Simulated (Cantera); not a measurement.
An isothermal, constant-pressure homogeneous reactor starts with N2O : N2 = 1 : 2.3 (molar parts), at 1400 K and 0.0168 atm. Integrator tolerance rtol = 1e-08.

Detailed kinetics in Cantera: GRI-Mech 3.0 (53 species, 325 reactions). GRI-Mech 3.0 was tuned for natural gas; its chemistry of N2O as a main component is partial and can be far from experiment. Radical loss at walls, strong at low pressure, is not modelled. The temperature is held fixed by assumption; the heat of reaction is taken as removed at once.

Problem. What does this change do: pressure from 0.0168 atm to 0.790 atm?

Solution. 
```csv
quantity,before,after
x(N2O) at 100 s,7.12e-7 (gas-phase equilibrium 5.25e-9),5.33e-7 (gas-phase equilibrium 3.60e-8)
x(O) at 100 s,2.39e-6 (gas-phase equilibrium 2.65e-6),3.55e-7 (gas-phase equilibrium 3.86e-7)
x(NO) at 100 s,0.0510 (gas-phase equilibrium 0.000604),0.0408 (gas-phase equilibrium 0.000604)
x(O2) at 100 s,0.106 (gas-phase equilibrium 0.131),0.111 (gas-phase equilibrium 0.131)
x(NO2) at 100 s,3.49e-5 (gas-phase equilibrium 4.61e-7),0.000196 (gas-phase equilibrium 3.16e-6)
x(N2) at 100 s,0.843 (gas-phase equilibrium 0.868),0.848 (gas-phase equilibrium 0.868)
```

Problem. What does this change do: pressure from 0.0168 atm to 0.132 atm?

Solution. 
| quantity | before | after |
|---|---|---|
| x(N2O) at 100 s | 7.12e-7 (gas-phase equilibrium 5.25e-9) | 6.74e-7 (gas-phase equilibrium 1.47e-8) |
| x(O) at 100 s | 2.39e-6 (gas-phase equilibrium 2.65e-6) | 8.57e-7 (gas-phase equilibrium 9.45e-7) |
| x(NO) at 100 s | 0.0510 (gas-phase equilibrium 0.000604) | 0.0481 (gas-phase equilibrium 0.000604) |
| x(O2) at 100 s | 0.106 (gas-phase equilibrium 0.131) | 0.107 (gas-phase equilibrium 0.131) |
| x(NO2) at 100 s | 3.49e-5 (gas-phase equilibrium 4.61e-7) | 9.30e-5 (gas-phase equilibrium 1.29e-6) |
| x(N2) at 100 s | 0.843 (gas-phase equilibrium 0.868) | 0.844 (gas-phase equilibrium 0.868) |

Problem. What does this change do: temperature 1400 to 1075 K?

Solution. 
```
quantity                                          before                                    after
---------------  ---------------------------------------  ---------------------------------------
x(N2O) at 100 s  7.12e-7 (gas-phase equilibrium 5.25e-9)   0.278 (gas-phase equilibrium 5.91e-10)
x(O) at 100 s    2.39e-6 (gas-phase equilibrium 2.65e-6)  2.06e-7 (gas-phase equilibrium 3.67e-9)
x(NO) at 100 s   0.0510 (gas-phase equilibrium 0.000604)  0.00129 (gas-phase equilibrium 5.63e-5)
x(O2) at 100 s       0.106 (gas-phase equilibrium 0.131)     0.0100 (gas-phase equilibrium 0.132)
x(NO2) at 100 s  3.49e-5 (gas-phase equilibrium 4.61e-7)  3.04e-7 (gas-phase equilibrium 1.92e-7)
x(N2) at 100 s       0.843 (gas-phase equilibrium 0.868)      0.710 (gas-phase equilibrium 0.868)
```
The mechanism lacks the step 2 NO + O2 → 2 NO2, which can matter for NO2 below about 1400 K.
